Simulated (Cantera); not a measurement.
Input: 1 mol SiH2Cl2, 54 mol N2, equilibrated at 13.0 mbar.

These are equilibrium values from Cantera (NASA tables, ideal gas, pure condensed phases), not measurements of a reactor. Candidate condensed phases: NH4Cl, Si, Si3N4; 28 gas species. N2 is the only nitrogen source here; it is nearly inert below about 1500 K, so the nitride shown seldom forms there in practice. The tables' values for SiCl3 are old estimates; treat these amounts as uncertain. The numbers say what is thermodynamically allowed, not how fast it happens.

log p: log10 of the partial pressure in bar; n: condensed amount in mol.

```
T (K)  log p N2  log p HCl  log p H2  log p SiCl2  log p SiCl4  log p SiCl3  log p Cl  n Si3N4(s)
-----  --------  ---------  --------  -----------  -----------  -----------  --------  ----------
1050      -1.90      -3.44     -4.27        -7.65        -4.57        -6.74     -9.44       0.295
1100      -1.90      -3.44     -4.28          ___        -4.59        -6.38       ___       0.296
1150      -1.90      -3.43     -4.30        -6.46        -4.61        -6.05     -8.47       0.297
1200      -1.90      -3.43     -4.31        -5.94        -4.64        -5.76     -8.04       0.297
1250      -1.90      -3.43     -4.31        -5.48        -4.69        -5.51     -7.66       0.295
1300      -1.90      -3.43     -4.30        -5.07        -4.77        -5.31     -7.31       0.290
1350      -1.90      -3.44     -4.27        -4.73        -4.91        -5.17     -7.01       0.280
1400      -1.90      -3.46     -4.22        -4.46        -5.14        -5.11     -6.75       0.263
1450      -1.90      -3.49     -4.14        -4.26        -5.46        -5.14     -6.53       0.240
1500      -1.90      -3.53       ___          ___          ___        -5.23       ___         ___
1550      -1.90      -3.59     -3.98        -4.01        -6.24        -5.35     -6.20       0.188
1600      -1.90      -3.65     -3.91        -3.93        -6.66        -5.49     -6.06       0.162
```

**Question.** Complete the blanks.

**Answer.** 
- 1500, log p H2: -4.06
- 1500, log p SiCl2: -4.12
- 1500, log p SiCl4: -5.84
- 1500, log p Cl: -6.35
- 1500, n Si3N4(s): 0.215
- 1100, log p SiCl2: -7.02
- 1100, log p Cl: -8.93
